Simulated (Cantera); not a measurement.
Ignition delay

Mixture: CH4 : H2 : O2 : N2 = 1 : 0.5 : 4.41 : 23.4 (molar parts), equivalence ratio 0.51, at 0.350 bar, adiabatic and at constant pressure. Ignition delay is the time to a rise of 400 K.

Detailed kinetics in Cantera: GRI-Mech 3.0 (53 species, 325 reactions).

```json
[
 {"T0 (K)": "1300", "delay (ms)": "2.25"},
 {"T0 (K)": "1375", "delay (ms)": "1.36"},
 {"T0 (K)": "1450", "delay (ms)": "0.873"},
 {"T0 (K)": "1525", "delay (ms)": "0.591"},
 {"T0 (K)": "1600", "delay (ms)": "0.431"},
 {"T0 (K)": "1675", "delay (ms)": "0.341"}
]
```

```
Quantity                                               Result
--------------------------------------------------  ---------
apparent activation energy between 1525 and 1675 K  78 kJ/mol
```
